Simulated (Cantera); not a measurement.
A freely propagating, adiabatic, planar premixed flame of H2 : O2 : N2 : H2O = 1 : 0.278 : 1.04 : 0.32 (molar parts), unburnt at 700 K and 100.0 Torr; mixture-averaged transport, grid criteria slope 0.08 and curve 0.16, no radiation.

Detailed kinetics in Cantera: the H2/O2 subset of GRI-Mech 3.0, which has no nitrogen chemistry. Burning velocities carry a grid error of a few per cent, more on coarse grids.

x: mole fraction of selected species; z is measured from the peak of heat release.

| z (mm) | T (K) | u (m/s) | x H2 | x O2 | x H2O | x H2O2 | x H | x HO2 |
|---|---|---|---|---|---|---|---|---|
| -19.4 | 700 | 8.54 | 0.379 | 0.105 | 0.121 | <1e-8 | <1e-8 | <1e-8 |
| -12.9 | 700 | 8.54 | 0.379 | 0.105 | 0.121 | <1e-8 | <1e-8 | <1e-8 |
| -9.69 | 700 | 8.54 | 0.379 | 0.105 | 0.121 | <1e-8 | <1e-8 | <1e-8 |
| -6.46 | 700 | 8.54 | 0.379 | 0.105 | 0.121 | <1e-8 | 4.68e-7 | 5.85e-7 |
| -3.23 | 706 | 8.61 | 0.378 | 0.105 | 0.122 | 2.73e-7 | 0.000408 | 4.95e-5 |
| -1.61 | [?] | 9.65 | 0.359 | 0.102 | [?] | [?] | [?] | [?] |
| 0 | 1117 | 13.2 | 0.239 | 0.0608 | 0.219 | 3.87e-7 | 0.0687 | 1.46e-5 |
| 1.61 | 1344 | 15.7 | 0.144 | 0.0109 | 0.316 | 4.38e-7 | 0.109 | 2.32e-6 |
| 3.23 | 1435 | 16.7 | 0.138 | 0.00482 | 0.330 | 4.05e-7 | 0.104 | 9.39e-7 |
| 6.46 | 1539 | 17.8 | 0.145 | 0.00385 | 0.334 | 3.21e-7 | 0.0907 | 6.71e-7 |
| 12.9 | 1657 | 18.9 | 0.153 | 0.00303 | 0.338 | 2.04e-7 | 0.0746 | 4.79e-7 |
| 25.8 | 1780 | 20.1 | 0.160 | 0.00214 | 0.344 | 1.11e-7 | 0.0584 | 3.19e-7 |
| 51.7 | 1897 | 21.3 | 0.167 | 0.00132 | 0.350 | 5.74e-8 | 0.0432 | 1.99e-7 |

Problem. Complete the blanks.

Solution. 
- -1.61, T (K): 798
- -1.61, x H2O: 0.132
- -1.61, x H2O2: 3.52e-7
- -1.61, x H: 0.00872
- -1.61, x HO2: 3.89e-5
